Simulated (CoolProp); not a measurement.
The fluid at 441.68 K and 2.94 MPa (stagnation) flows isentropically through a choked orifice. The same conditions are run with several fluids, on thermodynamics alone (safety and materials aside).

Model: reference Helmholtz-energy equation of state of each fluid (R152A: Outcalt 1996; propylene: Lemmon 2013; n-butane: Bücker 2006; R1224YDZ: Akasaka 2023; isobutane: Bücker 2006), in CoolProp.

Rank R152A, propylene, n-butane, R1224YDZ, isobutane by throat to inlet pressure ratio, highest first.

R1224YDZ (0.640), n-butane (0.627), isobutane (0.621), R152A (0.597), propylene (0.593)

| fluid | mass flux (kg/(m² s)) | throat temperature (K) |
|---|---|---|
| R152A | 8340 | 415.1 |
| propylene | 6560 | 415.6 |
| n-butane | 7970 | 421.6 |
| R1224YDZ | 13100 | 421.3 |
| isobutane | 7870 | 422.7 |
